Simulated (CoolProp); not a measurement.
The numbers come from the reference Helmholtz-energy equation of state, Wagner 2002 in CoolProp.

**Question.** Give the vapour pressure (bar), liquid density (kg/m³), vapour density (kg/m³), enthalpy of vaporisation (kJ/kg) of saturated water at 235.05, 244.25 °C.

**Answer.** 
```
T (°C)  p (bar)  liquid density (kg/m³)  vapour density (kg/m³)  enthalpy of vaporisation (kJ/kg)
------  -------  ----------------------  ----------------------  --------------------------------
235.05     30.7                     820                    15.3                              1790
244.25     36.0                     807                    18.1                              1740
```
